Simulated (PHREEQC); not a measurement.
Solution (25 °C): 1.1 mol KCl, 0.037 mol MgSO4 and 0.022 mol MgCl2 per kg of water. Closed to the air; pH follows from the charge balance.

Computed with PHREEQC (Pitzer model, pitzer.dat).

This is a speciation only: nothing precipitates in the calculation.

Question: What activity of water does the model give?

Answer: activity of water 0.963.

Complexes and solids missing from the database can't appear.
